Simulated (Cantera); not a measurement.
A closed system holds: 1 mol SiCl4, 0.88 mol Cl2, a varied amount of H2, at 575 °C and 0.100 bar.

Cantera equilibrium calculation (NASA polynomials, part measured and part estimated; ideal gas, pure solids and liquids). Candidate condensed phases: Si; 19 gas species. Rates play no part.

x: gas mole fraction; nothing condenses.

| n(H2) (mol) | x H2 | x HCl | x SiCl4 | x Cl2 | x SiHCl3 | x Cl | x SiCl3 |
|---|---|---|---|---|---|---|---|
| 0.38 | <1e-12 | 0.336 | 0.442 | 0.221 | <1e-12 | 3.98e-5 | 5.95e-12 |
| 0.59 | <1e-12 | 0.478 | 0.405 | 0.117 | <1e-12 | 2.90e-5 | 7.47e-12 |
| 0.92 | 0.0143 | 0.629 | 0.357 | 1.41e-11 | 1.32e-5 | 3.18e-10 | 6.01e-7 |
| 1.4 | ? | ? | ? | <1e-12 | ? | ? | 2.00e-6 |
| 2.3 | 0.339 | 0.421 | 0.239 | <1e-12 | 0.000312 | 4.37e-11 | 2.93e-6 |
| 3.6 | 0.496 | 0.322 | 0.182 | <1e-12 | 0.000455 | 2.76e-11 | 3.53e-6 |
| 5.6 | ? | ? | ? | <1e-12 | ? | ? | 3.97e-6 |
| 8.8 | 0.741 | 0.165 | 0.0930 | <1e-12 | 0.000675 | 1.16e-11 | 4.28e-6 |

Problem. Fill in the missing entries.

Solution. 
- 1.4, x H2: 0.158
- 1.4, x HCl: 0.537
- 1.4, x SiCl4: 0.305
- 1.4, x SiHCl3: 0.000146
- 1.4, x Cl: 8.16e-11
- 5.6, x H2: 0.630
- 5.6, x HCl: 0.236
- 5.6, x SiCl4: 0.133
- 5.6, x SiHCl3: 0.000577
- 5.6, x Cl: 1.80e-11
